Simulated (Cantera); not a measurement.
A perfectly stirred reactor is fed with N₂O : H₂O = 1 : 0.059 (molar parts), at 0.132 atm; it is held at 1150 K, and followed from long to short residence time.

Computed with Cantera and GRI-Mech 3.0 (53 species, 325 reactions). GRI-Mech 3.0 was tuned for natural gas; its chemistry of N2O as a main component is partial and can be far from experiment. The mechanism lacks the step 2 NO + O2 → 2 NO2, which can matter for NO2 below about 1400 K. The temperature is held fixed by assumption; the heat of reaction is taken as removed at once.

Task: What does this change do: temperature 1150 to 1375 K?

Result: 
```csv
quantity,before,after
x(N₂O) at τ = 5.80 s,0.714,0.0662
x(H₂O) at τ = 5.80 s,0.0513,0.0390
x(HO₂) at τ = 5.80 s,2.49e-7,1.24e-7
x(H₂O₂) at τ = 5.80 s,6.94e-9,6.85e-9
x(NO) at τ = 5.80 s,0.0100,0.0744
x(N₂O) at τ = 0.120 s,0.938,0.713
x(H₂O) at τ = 0.120 s,0.0556,0.0513
x(HO₂) at τ = 0.120 s,2.45e-6,2.71e-6
x(H₂O₂) at τ = 0.120 s,4.97e-8,1.92e-8
x(NO) at τ = 0.120 s,0.000242,0.0232
```

Task: What does this change do: pressure from 0.132 atm to 1.18 atm?

Result: 
```tsv
quantity	before	after
x(N₂O) at τ = 5.80 s	0.714	0.302
x(H₂O) at τ = 5.80 s	0.0513	0.0436
x(HO₂) at τ = 5.80 s	2.49e-7	8.48e-8
x(H₂O₂) at τ = 5.80 s	6.94e-9	2.87e-8
x(NO) at τ = 5.80 s	0.0100	0.0208
x(N₂O) at τ = 0.120 s	0.938	0.894
x(H₂O) at τ = 0.120 s	0.0556	0.0548
x(HO₂) at τ = 0.120 s	2.45e-6	9.58e-7
x(H₂O₂) at τ = 0.120 s	4.97e-8	4.57e-8
x(NO) at τ = 0.120 s	0.000242	0.00196
```

Task: What does this change do: pressure from 0.132 atm to 0.987 atm?

Result: 
| quantity | before | after |
|---|---|---|
| x(N₂O) at τ = 5.80 s | 0.714 | 0.330 |
| x(H₂O) at τ = 5.80 s | 0.0513 | 0.0441 |
| x(HO₂) at τ = 5.80 s | 2.49e-7 | 8.48e-8 |
| x(H₂O₂) at τ = 5.80 s | 6.94e-9 | 2.69e-8 |
| x(NO) at τ = 5.80 s | 0.0100 | 0.0212 |
| x(N₂O) at τ = 0.120 s | 0.938 | 0.901 |
| x(H₂O) at τ = 0.120 s | 0.0556 | 0.0549 |
| x(HO₂) at τ = 0.120 s | 2.45e-6 | 1.05e-6 |
| x(H₂O₂) at τ = 0.120 s | 4.97e-8 | 4.07e-8 |
| x(NO) at τ = 0.120 s | 0.000242 | 0.00168 |
